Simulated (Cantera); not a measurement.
A perfectly stirred reactor is fed with N2O : N2 = 1 : 6.5 (molar parts), at 1.01 bar; it is held at 1200 K, and followed from long to short residence time.

Cantera simulation using GRI-Mech 3.0 (53 species, 325 reactions); the numbers are that mechanism's predictions, not measurements. GRI-Mech 3.0 was tuned for natural gas; its chemistry of N2O as a main component is partial and can be far from experiment. The mechanism lacks the step 2 NO + O2 → 2 NO2, which can matter for NO2 below about 1400 K. The temperature is held fixed by assumption; the heat of reaction is taken as removed at once.

x: mole fraction; the columns are a selection and need not sum to one.

```json
[
 {"τ (s)": "7.3", "x N2O": "0.0307", "x O": "7.91e-7", "x O2": "0.0449", "x NO2": "7.07e-5", "x N2": "0.918"},
 {"τ (s)": "2.7", "x N2O": "0.0560", "x O": "1.08e-6", "x O2": "0.0333", "x NO2": "6.50e-5", "x N2": "0.905"},
 {"τ (s)": "0.97", "x N2O": "___", "x O": "___", "x O2": "___", "x NO2": "___", "x N2": "0.890"},
 {"τ (s)": "0.35", "x N2O": "0.110", "x O": "1.55e-6", "x O2": "0.00972", "x NO2": "2.31e-5", "x N2": "0.878"},
 {"τ (s)": "0.13", "x N2O": "0.123", "x O": "1.65e-6", "x O2": "0.00415", "x NO2": "9.63e-6", "x N2": "0.871"},
 {"τ (s)": "0.047", "x N2O": "0.130", "x O": "1.70e-6", "x O2": "0.00159", "x NO2": "3.23e-6", "x N2": "0.868"},
 {"τ (s)": "0.017", "x N2O": "0.132", "x O": "1.71e-6", "x O2": "0.000588", "x NO2": "8.68e-7", "x N2": "0.867"},
 {"τ (s)": "0.0063", "x N2O": "0.133", "x O": "1.71e-6", "x O2": "0.000219", "x NO2": "1.86e-7", "x N2": "0.867"},
 {"τ (s)": "0.0023", "x N2O": "0.133", "x O": "1.69e-6", "x O2": "7.91e-5", "x NO2": "3.06e-8", "x N2": "0.867"},
 {"τ (s)": "0.00083", "x N2O": "0.133", "x O": "1.64e-6", "x O2": "___", "x NO2": "___", "x N2": "0.867"},
 {"τ (s)": "0.00030", "x N2O": "0.133", "x O": "1.50e-6", "x O2": "9.19e-6", "x NO2": "4.74e-10", "x N2": "0.867"}
]
```

Task: Complete the blanks.

Result: 
- 0.97, x N2O: 0.0863
- 0.97, x O: 1.36e-6
- 0.97, x O2: 0.0200
- 0.97, x NO2: 4.48e-5
- 0.00083, x O2: 2.77e-5
- 0.00083, x NO2: 4.14e-9
